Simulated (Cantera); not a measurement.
An isothermal, constant-pressure homogeneous reactor starts with CH4 : H2 : CO2 = 0.06 : 1 : 0.0086 (molar parts), at 2298 K and 20.0 Torr.

Cantera simulation using GRI-Mech 3.0 (53 species, 325 reactions); the numbers are that mechanism's predictions, not measurements. GRI-Mech 3.0 stops at C3 and has no aromatics, soot or wall deposition, so with more carbon than oxygen in the feed, carbon stays in small species such as C2H2 where larger ones or solid carbon would form. Radical loss at walls, strong at low pressure, is not modelled.

x: mole fraction; the columns are a selection and need not sum to one.

| t (s) | x CH4 | x H2 | x CO2 | x O | x HCO | x C2H6 |
|---|---|---|---|---|---|---|
| 4.00e-6 | 0.0561 | 0.936 | 0.00805 | 1.26e-10 | <1e-12 | 9.37e-11 |
| 1.29e-5 | 0.0559 | 0.936 | 0.00804 | 1.39e-10 | 4.71e-12 | ? |
| 4.15e-5 | 0.0553 | 0.935 | 0.00803 | 2.75e-10 | 2.09e-10 | 1.31e-7 |
| 0.000134 | 0.0533 | 0.933 | 0.00793 | ? | ? | ? |
| 0.000431 | 0.0463 | 0.929 | 0.00699 | 1.93e-8 | 1.43e-7 | 7.26e-6 |
| 0.00139 | 0.0246 | 0.929 | 0.00267 | 1.40e-7 | 2.29e-7 | 4.83e-6 |
| 0.00447 | 0.00552 | 0.935 | 4.32e-5 | 2.92e-7 | 8.52e-8 | 3.29e-7 |
| 0.0144 | 0.000950 | 0.932 | 9.72e-6 | 4.00e-7 | 2.62e-8 | 1.28e-8 |
| 0.0464 | 0.000334 | 0.926 | 3.94e-6 | 2.11e-7 | 8.82e-9 | 1.99e-9 |
| 0.150 | 2.90e-5 | 0.915 | 1.06e-8 | 9.49e-10 | 4.40e-9 | 1.93e-11 |
| 0.482 | 1.13e-5 | 0.907 | 1.82e-11 | 2.61e-12 | 4.33e-9 | 3.49e-12 |
| 1.55 | 1.11e-5 | 0.907 | 1.79e-11 | 2.60e-12 | 4.33e-9 | 3.39e-12 |
| 5.00 | 1.11e-5 | 0.907 | 1.79e-11 | 2.60e-12 | 4.33e-9 | 3.39e-12 |

Problem. Fill in the missing entries.

Solution. 
- 1.29e-5, x C2H6: 4.95e-9
- 0.000134, x O: 1.73e-9
- 0.000134, x HCO: 1.23e-8
- 0.000134, x C2H6: 1.49e-6
